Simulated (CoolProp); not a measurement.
Vapour-liquid equilibrium of dimethyl carbonate (1) + n-heptane (2) at 1.53 MPa; x and y are mole fractions of (1).

The numbers come from the multi-fluid Helmholtz-energy mixture model, Zhou 2011 and Span 2003; pair parameters Bell 2016 in CoolProp.

**Question.** Give the bubble temperature and the first vapour's composition at x = 0.05, 0.15, 0.35. Is there an azeotrope?

**Answer.** x = 0.05: 495.6 K, y = 0.090; x = 0.15: 487.8 K, y = 0.242; x = 0.35: 478.4 K, y = 0.452. y crosses x between x = 0.65 and 0.75: the model has an azeotrope there.

Pair parameters are fitted to limited data, so mixtures are less certain than the pure fluids.
